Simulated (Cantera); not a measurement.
B₂O₃ + HF + O₂ (oxide etching and cleaning by halides)

Charge: 1 mol B₂O₃, 5.2 mol HF, a varied amount of O₂, at 1223 K and 1.00 bar.

These are equilibrium values from Cantera (NASA tables, ideal gas, pure condensed phases), not measurements of a reactor. Candidate condensed phases: B, B₂O₃, B₃O₃H₃, H₂O; 43 gas species. Gases not in the tables: H₃BO₃. Rates play no part.

From 0.13 mol O₂ to 11 mol O₂ the condensed part is B₂O₃(l).

| n(O₂) (mol) | x O₂ | x H₂O | x HF | x BF₃ | x B₃O₃F₃ | x (HBO₂)₃ | x BOF | x HBO₂ | n B₂O₃(l) |
|---|---|---|---|---|---|---|---|---|---|
| 0.13 | 0.0277 | 0.404 | 0.291 | 0.240 | 0.0318 | 0.00276 | 0.00181 | 0.000729 | 0.188 |
| 0.18 | 0.0379 | 0.400 | 0.288 | 0.237 | 0.0315 | 0.00271 | 0.00180 | 0.000725 | 0.188 |
| 0.26 | 0.0539 | 0.393 | 0.284 | 0.233 | 0.0309 | 0.00264 | 0.00179 | 0.000718 | 0.189 |
| 0.39 | 0.0787 | 0.382 | 0.278 | 0.227 | 0.0301 | 0.00253 | 0.00177 | 0.000709 | 0.190 |
| 0.56 | 0.109 | 0.369 | 0.270 | 0.219 | 0.0290 | 0.00240 | 0.00175 | 0.000696 | 0.192 |
| 0.81 | 0.151 | 0.351 | 0.259 | 0.208 | 0.0276 | 0.00223 | 0.00172 | 0.000679 | 0.194 |
| 1.2 | 0.208 | 0.326 | 0.243 | 0.193 | 0.0256 | 0.00200 | 0.00168 | 0.000654 | 0.197 |
| 1.7 | 0.271 | 0.299 | 0.226 | 0.177 | 0.0235 | 0.00175 | 0.00163 | 0.000626 | 0.200 |
| 2.5 | 0.353 | 0.263 | 0.203 | 0.156 | 0.0207 | 0.00145 | 0.00157 | 0.000588 | 0.206 |
| 3.6 | 0.440 | 0.226 | 0.179 | 0.134 | 0.0178 | 0.00115 | 0.00149 | 0.000545 | 0.212 |
| 5.3 | 0.536 | 0.185 | 0.152 | 0.110 | 0.0145 | 0.000857 | 0.00139 | 0.000494 | 0.220 |
| 7.7 | 0.626 | 0.148 | 0.125 | 0.0871 | 0.0116 | 0.000608 | 0.00129 | 0.000440 | 0.229 |
| 11 | 0.705 | 0.115 | 0.102 | 0.0677 | 0.00898 | 0.000418 | 0.00119 | 0.000389 | 0.239 |
x: gas mole fraction; n: condensed amount in mol.
